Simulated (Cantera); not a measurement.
Feed: 1 mol Si₂Cl₆, 8.7 mol NH₃, 0.72 mol H₂, at 0.420 bar.

Equilibrium computed with Cantera from the NASA thermochemical tables; the gas is ideal and each condensed phase is pure. Candidate condensed phases: NH₄Cl, Si, Si₃N₄; 28 gas species. The feed counts by its element totals alone. Gases not in the tables: Si₂H₆ and higher silanes. Rates play no part.

### Question
Which condensed phases are stable at each of these points (T (K)): 1548, 1598, 1648, 1698, 1748, 1798, 1848, 1898, 1948, 1998?

### Answer
```csv
T (K),condensed phases,Si condensed (%)
1548,Si₃N₄(s),87.3
1598,Si₃N₄(s),82.9
1648,Si₃N₄(s),76.6
1698,Si₃N₄(s),68.7
1748,Si₃N₄(s),59.5
1798,Si₃N₄(s),49.5
1848,Si₃N₄(s),39.2
1898,Si₃N₄(s),29.3
1948,Si₃N₄(s),19.8
1998,Si(l),20.9
```

From 1548 K to 1948 K the condensed part is Si₃N₄(s). At 1998 K the condensed part is Si(l).
